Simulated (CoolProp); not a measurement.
Saturation properties of hydrogen chloride (Tc = 51.5 °C, pc = 83.14 bar, ω = 0.130).

Model: reference Helmholtz-energy equation of state, Thol 2018, in CoolProp.

```csv
T (°C),p (bar),enthalpy of vaporisation (kJ/kg),liquid cp (kJ/(kg K)),vapour Z
-17.65,15.85,349.0,1.860,0.8174
-13.55,17.86,341.0,1.891,0.8023
-9.35,___,332.4,1.928,___
-5.25,22.52,323.6,1.969,0.7691
-1.15,25.12,314.2,2.017,0.7513
3.05,28.02,304.1,2.076,0.7320
7.15,___,293.6,2.143,0.7121
11.25,34.37,282.4,2.225,0.6909
15.45,38.01,270.1,2.329,0.6677
19.55,41.84,___,2.457,0.6435
23.65,45.95,242.8,2.624,0.6175
27.85,50.48,226.8,___,___
31.95,___,209.2,3.180,0.5578
36.05,60.31,189.2,3.682,0.5235
40.25,65.91,165.0,4.591,0.4835
```

**Question.** Fill in the missing entries.

**Answer.** 
- -9.35, p (bar): 20.12
- -9.35, vapour Z: 0.7860
- 7.15, p (bar): 31.07
- 19.55, enthalpy of vaporisation (kJ/kg): 257.0
- 27.85, liquid cp (kJ/(kg K)): 2.855
- 27.85, vapour Z: 0.5887
- 31.95, p (bar): 55.22

It boils at -85.0 °C under 1 atm.
